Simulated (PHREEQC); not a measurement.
1 kg of water holding 53 mmol/kgw KCl and 30 mmol/kgw NaCl is evaporated at 40 °C; the solids stay in contact with the brine. CO2 from the air is kept out. Only these solids could form: Halite, Sylvite.

Base run: PHREEQC, Pitzer model, pitzer.dat. Each further column changes one thing. The table gives water activity.

| H2O removed (mol) | base | temperature from 40 to 75 °C | temperature from 40 to 5 °C |
|---|---|---|---|
| 0 | 0.997 | 0.997 | 0.997 |
| 24.69 | 0.995 | 0.995 | 0.995 |
| 41.44 | 0.989 | 0.989 | 0.989 |
| 47.7 | 0.981 | 0.981 | 0.981 |
| 51.94 | 0.958 | 0.958 | ? |
| 53.53 | 0.923 | 0.923 | ? |
| 54.41 | 0.857 | 0.856 | ? |
| 55.01 | 0.756 | ? | ? |
| 55.23 | 0.711 | ? | ? |

**Question.** What belongs in the gaps?

**Answer.** 
- 51.94, temperature from 40 to 5 °C: 0.959
- 53.53, temperature from 40 to 5 °C: 0.926
- 54.41, temperature from 40 to 5 °C: 0.862
- 55.01, temperature from 40 to 75 °C: 0.719
- 55.01, temperature from 40 to 5 °C: 0.805
- 55.23, temperature from 40 to 75 °C: 0.686
- 55.23, temperature from 40 to 5 °C: 0.736

Away from 25 °C the constants follow the database's enthalpies or fits; those with neither stay at their 25 °C values.
